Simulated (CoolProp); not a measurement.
Model: reference Helmholtz-energy equation of state, Lemmon 2006, in CoolProp. It is a short technical equation, of lower accuracy than the large ones.

Q: For CH3F (R41), give the phase and the density (kg/m³), cv (kJ/(kg K)), isothermal compressibility (1/MPa), fugacity coefficient at 250.7 K and 2870 kPa; 396 K and 5550 kPa.

A: 
- 250.7 K and 2870 kPa: liquid; density 754, cv 1.20, isothermal compressibility 0.00420, fugacity coefficient 0.323
- 396 K and 5550 kPa: gas; density 69.9, cv 1.15, isothermal compressibility 0.220, fugacity coefficient 0.837
